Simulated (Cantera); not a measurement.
Charge: 1 mol Ti, 2.2 mol CO₂, 5 mol CO, equilibrated at 1873 K and 0.0133 bar.

Method: chemical equilibrium by Gibbs-energy minimisation in Cantera with the NASA 1993 tables (ideal gas, pure condensed phases). Candidate condensed phases: C, Ti, TiC, TiO, TiO₂, Ti₂O₃, Ti₃O₅, Ti₄O₇; 15 gas species. Mutual solubility and eutectic melting of coexisting phases are not modelled. Condensed phases not in the tables: Magnéli phases beyond Ti₄O₇. Rates play no part.

Base state: CO 0.965, CO₂ 0.0353 (mole fractions); condensed: TiO₂(rutile) + Ti₄O₇(s).

Question: What changes in the equilibrium state with this change: Ti replaced by Pb?

Answer: 
```tsv
species	before	after
CO	0.965	0.610
CO₂	0.0353	0.268
Pb	0	0.121
PbO	0	0.000601
TiO₂(rutile), mol	0.785	0
Ti₄O₇(s), mol	0.0538	0
```
Further candidate phases: Pb, PbO, PbO₂, Pb₃O₄.

Question: What changes in the equilibrium state with this change: temperature from 1873 K to 925 K?

Answer: 
| species | before | after |
|---|---|---|
| CO | 0.965 | 0.963 |
| CO₂ | 0.0353 | 0.0372 |
| TiO₂(rutile), mol | 0.785 | 1.00 |
| Ti₄O₇(s), mol | 0.0538 | 0 |
| C(graphite), mol | 0 | 0.0651 |

Question: What changes in the equilibrium state with this change: Ti replaced by Fe?

Answer: 
| species | before | after |
|---|---|---|
| CO | 0.965 | 0.827 |
| CO₂ | 0.0353 | 0.169 |
| Fe | 0 | 0.00324 |
| FeO | 0 | 3.92e-5 |
| TiO₂(rutile), mol | 0.785 | 0 |
| Ti₄O₇(s), mol | 0.0538 | 0 |
| FeO(l), mol | 0 | 0.976 |
The tables' stoichiometric FeO is somewhat more stable than real wüstite, so its field is too wide. FeO: taken at fixed stoichiometry. Further candidate phases: Fe, Fe(CO)₅, FeO, Fe₂O₃, Fe₃O₄.
